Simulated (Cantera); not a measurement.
A closed system holds: 1 mol Al(CH₃)₃, 0.56 mol NH₃, 1.4 mol N₂, 0.82 mol N₂O, equilibrated at 13.3 mbar.

Method: chemical equilibrium by Gibbs-energy minimisation in Cantera with the NASA 1993 tables (ideal gas, pure condensed phases). Candidate condensed phases: Al, AlN, Al₂O₃, C, C₆H₆, C₇H₈, C₈H₁₈, H₂O; 148 gas species. The feed counts by its element totals alone. Mutual solubility and eutectic melting of coexisting phases are not modelled. Equilibrium is a limit: real reactors are often held back by kinetics, nucleation or transport. All values below are at 1300 K.

Base state: H₂ 0.697, N₂ 0.293, CO 0.0100, HCN 9.36e-5, CH₄ 5.09e-5 (mole fractions); condensed: AlN(s) + Al₂O₃(s) + C(graphite).

**Question.** What changes in the equilibrium state with this change: N₂O from 0.82 to 1.7 mol?

**Answer.** 
```json
[
 {"species": "H₂", "before": "0.697", "after": "0.599"},
 {"species": "N₂", "before": "0.293", "after": "0.379"},
 {"species": "CO", "before": "0.0100", "after": "0.0224"},
 {"species": "CH₄", "before": "5.09e-5", "after": "3.76e-5"},
 {"species": "HCN", "before": "9.36e-5", "after": "9.86e-5"},
 {"species": "AlN(s), mol", "before": "0.505", "after": "0"},
 {"species": "Al₂O₃(s), mol", "before": "0.248", "after": "0.500"},
 {"species": "C(graphite), mol", "before": "2.92", "after": "2.80"}
]
```
